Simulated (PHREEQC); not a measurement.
1 kg of water holding 0.16 mol KCl and 0.009 mol NaBr is evaporated at 25 °C; the solids stay in contact with the brine. CO2 from the air is kept out. The run lets Halite, Sylvite precipitate or redissolve, and no other solid.

Equilibrium calculation in PHREEQC: Pitzer model, pitzer.dat.

```tsv
water left (kg)	ionic strength	water activity	Sylvite (mol)	Br in solution (mol/kgw)	Na in solution (mol/kgw)
1	0.169	0.994	0	0.00900	0.00900
0.5552	0.304	0.990	0	0.0162	0.0162
0.3082	0.548	0.982	0	0.0292	0.0292
0.1711	0.988	0.968	0	0.0526	0.0526
0.09502	1.78	0.943	0	0.0947	0.0947
0.05275	3.20	0.896	0	0.171	0.171
0.0293	5.03	0.834	0.0216	0.307	0.307
0.01627	5.22	0.826	0.0840	0.553	0.553
0.00903	5.56	0.811	0.119	0.997	0.997
0.005012	6.18	0.784	0.138	1.80	1.80
```

Sylvite from water left = 0.0293 kg.
